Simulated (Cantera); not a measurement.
Feed: 1 mol HI, 0.16 mol H₂, held at 133 Pa.

Method: chemical equilibrium by Gibbs-energy minimisation in Cantera with the NASA 1993 tables (ideal gas, pure condensed phases). Candidate condensed phases: I₂; 5 gas species. Rates play no part. All values below are at 2002 °C.

Base state: I 0.561, H₂ 0.307, H 0.129, HI 0.00366 (mole fractions); condensed: gas only.

Q: What changes in the equilibrium state with this change: HI replaced by CO₂?

A: 
```
species   before   after
-------  -------  ------
CO₂            0   0.388
CO             0   0.336
O₂             0  0.0980
I          0.561       0
H₂O            0  0.0780
O              0  0.0368
OH             0  0.0255
H₂         0.307  0.0122
H          0.129  0.0257
HI       0.00366       0
```
Further candidate phases: C, C₆H₆, C₇H₈, C₈H₁₈, H₂O.

Q: What changes in the equilibrium state with this change: pressure from 133 Pa to 1300000 Pa?

A: 
```json
[
 {"species": "I", "before": "0.561", "after": "0.394"},
 {"species": "H₂", "before": "0.307", "after": "0.325"},
 {"species": "HI", "before": "0.00366", "after": "0.261"},
 {"species": "H", "before": "0.129", "after": "0.00134"},
 {"species": "I₂", "before": "3.89e-6", "after": "0.0187"}
]
```
